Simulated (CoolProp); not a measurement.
The fluid at 567.62 K and 2.97 MPa expands adiabatically to 0.382 MPa with isentropic efficiency 0.9. The same conditions are run with several fluids, on thermodynamics alone (safety and materials aside).

Model: reference Helmholtz-energy equation of state of each fluid (hydrogen chloride: Thol 2018; carbon dioxide: Span 1996; carbonyl sulfide: Lemmon 2006; sulfur hexafluoride: Guder 2009; n-hexane: Thol 2019), in CoolProp.

Problem. Rank hydrogen chloride, carbon dioxide, carbonyl sulfide, sulfur hexafluoride, n-hexane by work (kJ/kg), highest first.

Solution. hydrogen chloride (177), carbon dioxide (162), carbonyl sulfide (118), n-hexane (84.1), sulfur hexafluoride (55.0)

```tsv
fluid	final temperature (K)	final density (kg/m³)
hydrogen chloride	338.5	5.03
carbon dioxide	400.3	5.09
carbonyl sulfide	409.9	6.84
sulfur hexafluoride	502.0	13.4
n-hexane	518.4	7.97
```
